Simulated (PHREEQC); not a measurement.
A solution holds 0.094 mol/kgw MgCl2, 0.00038 mol/kgw Na2SO4 and 0.00022 mol/kgw MgSO4, at 25 °C. Closed to the air; pH follows from the charge balance.

Computed with PHREEQC (ion-association model, phreeqc.dat).

| quantity | before | after |
|---|---|---|
| pH | 6.45 | 6.45 |
| MgSO4 (mol/kgw) | 0.000377 | 0.000238 |
| SO4-2 (mol/kgw) | 0.000223 | 0.000141 |
| NaSO4- (mol/kgw) | 2.20e-7 | 1.40e-7 |
| HSO4- (mol/kgw) | 2.68e-9 | 1.70e-9 |

Question: Which change was made?
(A) MgCl2 replaced by HCl at the same molality
(B) MgSO4 left out
(C) MgSO4 from 0.00022 to 0.00033 mol/kgw
(D) temperature from 25 to 45 °C
(E) MgCl2 left out

Answer: B, MgSO4 left out

This is a speciation only: nothing precipitates in the calculation.
